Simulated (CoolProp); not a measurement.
R1336mzz(Z) along the isotherm 226.85 °C: Z from the reference equation and from simpler models built on Tc = 171.3 °C, pc = 2.904 MPa, ω = 0.386; each cubic takes its own stable root.

Model: reference Helmholtz-energy equation of state, McLinden 2020, in CoolProp.

```
p (MPa)          phase  reference
-------  -------------  ---------
0.0138             gas     0.9989
0.0313             gas     0.9975
0.0713             gas     0.9944
0.162              gas     0.9872
0.37               gas     0.9704
0.841              gas     0.9314
1.91               gas     0.8365
4.36     supercritical     0.5857
```

**Question.** How far does each simpler model (Redlich-Kwong, Peng-Robinson) lie from the reference over these 8 states: mean and median of the absolute difference, and the worst?

**Answer.** 
- Redlich-Kwong: mean 1.1 %, median 0.1 %, worst -6.8 % at 226.85 °C and 4.36 MPa
- Peng-Robinson: mean 0.5 %, median 0.2 %, worst +1.7 % at 226.85 °C and 4.36 MPa
